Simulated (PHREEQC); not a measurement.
Consider water at 20 °C with 5.9 mmol/kgw CuCl2, 0.41 mmol/kgw HBF4 and 55 mmol/kgw NaCl. Closed to the air; pH follows from the charge balance.

All values are PHREEQC results (ion-association model, phreeqc.dat), not measurements.

```
quantity                    before     after
------------------------  --------  --------
pH                            3.12      3.12
ionic strength (mol/kgw)    0.0728    0.0455
F- (mol/kgw)              0.000840  0.000823
HF (mol/kgw)              0.000684  0.000702
H3BO3 (mol/kgw)           0.000390  0.000390
CuCl+ (mol/kgw)           0.000338  0.000229
```

Problem. Name the change that produced these shifts.
(A) HBF4 from 0.00041 to 8.2e-05 mol/kgw
(B) HBF4 from 0.00041 to 0.0041 mol/kgw
(C) NaCl from 0.055 to 0.0275 mol/kgw
(D) NaCl left out

Solution. C, NaCl from 0.055 to 0.0275 mol/kgw

No solid was allowed to form. Real BF4- forms and hydrolyses slowly; the run takes it at equilibrium.
